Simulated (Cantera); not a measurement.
**Premixed flame**

A freely propagating, adiabatic, planar premixed flame of 37.8 % H2, 15.8 % O2, 42.7 % N2, 3.78 % H2O, equivalence ratio 1.2, unburnt at 675 K and 210 Torr; mixture-averaged transport, grid criteria slope 0.08 and curve 0.16, no radiation.

Computed with Cantera and the H2/O2 subset of GRI-Mech 3.0, which has no nitrogen chemistry. Burning velocities carry a grid error of a few per cent, more on coarse grids.

```json
[
 {"z (mm)": "-6.88", "T (K)": "675", "u (m/s)": "10.7", "x H2": "0.378", "x O2": "0.158", "x H2O": "0.0378", "x OH": "<1e-8", "x HO2": "<1e-8", "x H2O2": "<1e-8"},
 {"z (mm)": "-4.59", "T (K)": "675", "u (m/s)": "10.7", "x H2": "0.378", "x O2": "0.158", "x H2O": "0.0378", "x OH": "<1e-8", "x HO2": "<1e-8", "x H2O2": "<1e-8"},
 {"z (mm)": "-3.44", "T (K)": "675", "u (m/s)": "10.7", "x H2": "0.378", "x O2": "0.158", "x H2O": "0.0378", "x OH": "<1e-8", "x HO2": "<1e-8", "x H2O2": "<1e-8"},
 {"z (mm)": "-2.29", "T (K)": "675", "u (m/s)": "10.7", "x H2": "0.378", "x O2": "0.158", "x H2O": "0.0378", "x OH": "<1e-8", "x HO2": "3.07e-7", "x H2O2": "<1e-8"},
 {"z (mm)": "-1.15", "T (K)": "680", "u (m/s)": "10.7", "x H2": "0.377", "x O2": "0.157", "x H2O": "0.0381", "x OH": "1.86e-5", "x HO2": "8.81e-5", "x H2O2": "3.77e-7"},
 {"z (mm)": "-0.573", "T (K)": "788", "u (m/s)": "12.3", "x H2": "0.356", "x O2": "0.154", "x H2O": "0.0484", "x OH": "0.000433", "x HO2": "8.33e-5", "x H2O2": "1.50e-6"},
 {"z (mm)": "0", "T (K)": "1201", "u (m/s)": "18.2", "x H2": "0.207", "x O2": "0.103", "x H2O": "0.156", "x OH": "0.00462", "x HO2": "3.48e-5", "x H2O2": "1.72e-6"},
 {"z (mm)": "0.573", "T (K)": "1504", "u (m/s)": "22.5", "x H2": "0.0927", "x O2": "0.0350", "x H2O": "0.277", "x OH": "0.0124", "x HO2": "1.08e-5", "x H2O2": "1.52e-6"},
 {"z (mm)": "1.15", "T (K)": "1634", "u (m/s)": "24.2", "x H2": "0.0858", "x O2": "0.0261", "x H2O": "0.293", "x OH": "0.0159", "x HO2": "7.10e-6", "x H2O2": "1.01e-6"},
 {"z (mm)": "2.29", "T (K)": "1786", "u (m/s)": "26.2", "x H2": "0.0896", "x O2": "0.0229", "x H2O": "0.301", "x OH": "0.0194", "x HO2": "5.27e-6", "x H2O2": "5.60e-7"},
 {"z (mm)": "4.59", "T (K)": "1956", "u (m/s)": "28.3", "x H2": "0.0924", "x O2": "0.0195", "x H2O": "0.312", "x OH": "0.0226", "x HO2": "3.80e-6", "x H2O2": "2.94e-7"},
 {"z (mm)": "9.17", "T (K)": "2135", "u (m/s)": "30.4", "x H2": "0.0931", "x O2": "0.0158", "x H2O": "0.326", "x OH": "0.0247", "x HO2": "2.70e-6", "x H2O2": "1.66e-7"},
 {"z (mm)": "18.3", "T (K)": "2309", "u (m/s)": "32.4", "x H2": "0.0916", "x O2": "0.0120", "x H2O": "0.341", "x OH": "0.0251", "x HO2": "2.05e-6", "x H2O2": "1.15e-7"}
]
```
x: mole fraction of selected species; z is measured from the peak of heat release.

| Quantity | Result |
|---|---|
| laminar burning velocity | 1070 cm/s |
| thermal thickness | 2.29 mm |
| peak x(OH) | 0.0252 |
| peak x(HO2) | 0.000108 |
| peak x(H2O2) | 1.92e-6 |
| grid points | 131 |
